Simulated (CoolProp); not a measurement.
Properties of water along the isobar 0.636 MPa.

Model: reference Helmholtz-energy equation of state, Wagner 2002, in CoolProp.

```tsv
T (K)	phase	density (kg/m³)	viscosity (µPa s)	conductivity (mW/(m K))	fugacity coefficient
404.4	liquid	934.0	211	…	0.4293
420.3	liquid	919.8	186	682	…
436.2	gas	3.329	14.4	32.0	0.9530
452.2	gas	3.183	15.1	…	0.9600
468.1	gas	3.055	15.8	…	0.9656
484	gas	2.939	16.5	36.0	0.9701
499.9	gas	2.834	17.1	…	0.9738
515.8	gas	2.737	17.8	38.9	0.9769
531.7	gas	2.647	18.5	40.4	0.9795
547.7	gas	2.564	19.2	41.9	0.9818
563.6	gas	2.486	19.8	43.5	0.9837
579.5	gas	2.414	20.5	45.1	0.9854
595.4	gas	2.346	21.2	46.8	0.9868
611.3	gas	2.282	21.9	48.4	0.9881
627.2	gas	2.221	22.5	50.1	0.9892
643.2	gas	2.164	23.2	51.9	0.9902
```

What belongs in the gaps?


- 404.4, conductivity (mW/(m K)): 683
- 420.3, fugacity coefficient: 0.6675
- 452.2, conductivity (mW/(m K)): 33.3
- 468.1, conductivity (mW/(m K)): 34.7
- 499.9, conductivity (mW/(m K)): 37.4

Viscosity comes from a separate model (Huber 2009). Thermal conductivity comes from a separate model (Huber 2012).
